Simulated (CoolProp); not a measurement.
The numbers come from the reference Helmholtz-energy equation of state, Schroeder 2014 in CoolProp.

Q: Give the vapour pressure (MPa), surface tension (mN/m), liquid conductivity (mW/(m K)) of saturated ethanol at 398.9 K.

A: 
```
T (K)  p (MPa)  surface tension (mN/m)  liquid conductivity (mW/(m K))
-----  -------  ----------------------  ------------------------------
398.9    0.507                    12.0                             147
```

Thermal conductivity comes from a separate model (Assael 2013). Surface tension comes from a separate correlation (Mulero 2012).
